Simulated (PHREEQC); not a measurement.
**Spent oxide etchant (model solution)**

A solution holds 170 mmol/kgw NH4HF2, 2.4 mmol/kgw (NH4)2SiF6, 0.11 mmol/kgw HBF4 and 66 mmol/kgw H2SO4, at 25 °C. It is in equilibrium with CO2 at log p = -3.5 (atm). Otherwise closed; pH follows from the charge balance.

Equilibrium calculation in PHREEQC: ion-association model, phreeqc.dat.

Each row changes one thing in this solution. This is a speciation only: nothing precipitates in the calculation.

| case | pH | ionic strength (mol/kgw) | HF (mol/kgw) | NH4+ (mol/kgw) | SO4-2 (mol/kgw) | F- (mol/kgw) | SI of Quartz (SiO2) |
|---|---|---|---|---|---|---|---|
| as made | 2.08 | 0.204 | 0.252 | 0.156 | 0.0358 | 0.0303 | -11.00 |
| H2SO4 from 0.066 to 0.0726 mol/kgw | 2.00 | [?] | 0.262 | 0.155 | 0.0382 | 0.0259 | -10.94 |
| H2SO4 from 0.066 to 0.33 mol/kgw | 0.75 | 0.444 | 0.333 | 0.157 | 0.0507 | 0.00213 | -9.32 |
| HBF4 left out | 2.09 | 0.204 | 0.252 | 0.156 | 0.0359 | 0.0304 | -11.00 |
| NH4HF2 from 0.17 to 0.255 mol/kgw | 2.30 | 0.280 | 0.302 | [?] | 0.0355 | [?] | -12.00 |
| NH4HF2 replaced by NH4Br at the same molality | 1.15 | [?] | 0.00485 | 0.167 | 0.0169 | 7.17e-5 | +0.90 |
| temperature from 25 to 75 °C | 2.45 | 0.200 | 0.253 | 0.158 | 0.0344 | 0.0276 | -8.16 |
| H2SO4 from 0.066 to 0.099 mol/kgw | 1.69 | 0.225 | 0.293 | 0.153 | 0.0441 | 0.0145 | -10.64 |
| diluted 10-fold with water | 2.55 | 0.0254 | 0.0255 | 0.0169 | 0.00511 | 0.00715 | -6.58 |

Task: Some entries are withheld; supply them.

Result: 
- H2SO4 from 0.066 to 0.0726 mol/kgw, ionic strength (mol/kgw): 0.208
- NH4HF2 from 0.17 to 0.255 mol/kgw, NH4+ (mol/kgw): 0.235
- NH4HF2 from 0.17 to 0.255 mol/kgw, F- (mol/kgw): 0.0631
- NH4HF2 replaced by NH4Br at the same molality, ionic strength (mol/kgw): 0.275

Species that the database lacks are ignored. Some of these states are supersaturated (in Quartz (slow to form), Chalcedony (slow to form), for instance). Away from 25 °C the constants follow the database's enthalpies or fits; those with neither stay at their 25 °C values. SiF6-2 is the database's only silicon fluoride. Real BF4- forms and hydrolyses slowly; the run takes it at equilibrium.
